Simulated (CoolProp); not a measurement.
Vapour-liquid equilibrium of carbon dioxide (1) + hydrogen sulfide (2) at 1.45 °C; x and y are mole fractions of (1).

The numbers come from the multi-fluid Helmholtz-energy mixture model, Span 1996 and Lemmon 2006; pair parameters Kunz 2012 in CoolProp.

| x | bubble pressure, mixture model (MPa) | bubble pressure, Raoult's law (MPa) | y, mixture model | y, Raoult's law |
|---|---|---|---|---|
| 0.05 | ___ | 1.204 | 0.220 | 0.150 |
| 0.125 | ___ | 1.395 | 0.405 | 0.324 |
| 0.2 | 2.022 | 1.586 | ___ | 0.457 |
| 0.275 | 2.271 | 1.777 | 0.582 | 0.560 |
| 0.35 | 2.479 | 1.967 | ___ | 0.644 |
| 0.425 | ___ | 2.158 | 0.676 | 0.713 |
| 0.5 | 2.813 | 2.349 | 0.712 | 0.771 |
| 0.575 | 2.956 | 2.540 | 0.747 | 0.820 |
| 0.65 | ___ | 2.731 | 0.782 | 0.862 |
| 0.725 | 3.222 | 2.921 | 0.820 | 0.899 |
| 0.8 | 3.345 | 3.112 | ___ | 0.931 |
| 0.875 | 3.460 | 3.303 | 0.908 | 0.959 |
| 0.95 | 3.562 | 3.494 | 0.961 | 0.985 |

Question: Complete the blanks.

Answer: 
- 0.05, bubble pressure, mixture model (MPa): 1.356
- 0.125, bubble pressure, mixture model (MPa): 1.721
- 0.2, y, mixture model: 0.512
- 0.35, y, mixture model: 0.634
- 0.425, bubble pressure, mixture model (MPa): 2.656
- 0.65, bubble pressure, mixture model (MPa): 3.092
- 0.8, y, mixture model: 0.861

The largest gap from Raoult's law is +27.8 % in bubble pressure, at x = 0.275. No azeotrope shows between x = 0.05 and 0.95.

The pair parameters rest on a limited set of measurements; away from them the model extrapolates.
